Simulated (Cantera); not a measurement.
A perfectly stirred reactor is fed with CH₄ : O₂ : N₂ = 1 : 4.55 : 17.1 (molar parts), equivalence ratio 0.44, at 1.00 atm; it is adiabatic with a 548 K inlet, and is followed from long to short residence time, starting on the burning branch (τ in s: 0.28, 0.079, 0.023, 0.0064, 0.0018, 0.00052, 0.00015, 4.3e-05, 1.2e-05).

Computed with Cantera and GRI-Mech 3.0 (53 species, 325 reactions).

Problem. What does this change do: inlet temperature 548 to 650 K?

Solution. 
```tsv
quantity	before	after
blow-out, bracketed by the residence times tried	burning at 1.80 ms, out at 0.520 ms	burning at 0.520 ms, out at 0.150 ms
x(CH₄) at τ = 0.280 s	1.07e-5	7.54e-6
x(O₂) at τ = 0.280 s	0.113	0.112
x(O) at τ = 0.280 s	4.31e-5	5.50e-5
x(NO₂) at τ = 0.280 s	1.55e-8	1.78e-8
x(H₂O) at τ = 0.280 s	0.0880	0.0880
x(CH₄) at τ = 1.80 ms	0.000323	0.000205
x(O₂) at τ = 1.80 ms	0.115	0.114
x(O) at τ = 1.80 ms	0.000823	0.00112
x(NO₂) at τ = 1.80 ms	3.12e-9	4.39e-9
x(H₂O) at τ = 1.80 ms	0.0858	0.0858
```

Problem. What does this change do: 0.5 parts H2 added?

Solution. 
| quantity | before | after |
|---|---|---|
| blow-out, bracketed by the residence times tried | burning at 1.80 ms, out at 0.520 ms | burning at 0.520 ms, out at 0.150 ms |
| x(CH₄) at τ = 0.280 s | 1.07e-5 | 5.76e-6 |
| x(O₂) at τ = 0.280 s | 0.113 | 0.100 |
| x(O) at τ = 0.280 s | 4.31e-5 | 6.33e-5 |
| x(NO₂) at τ = 0.280 s | 1.55e-8 | 2.11e-8 |
| x(H₂O) at τ = 0.280 s | 0.0880 | 0.109 |
| x(CH₄) at τ = 1.80 ms | 0.000323 | 0.000148 |
| x(O₂) at τ = 1.80 ms | 0.115 | 0.101 |
| x(O) at τ = 1.80 ms | 0.000823 | 0.00137 |
| x(NO₂) at τ = 1.80 ms | 3.12e-9 | 5.54e-9 |
| x(H₂O) at τ = 1.80 ms | 0.0858 | 0.106 |
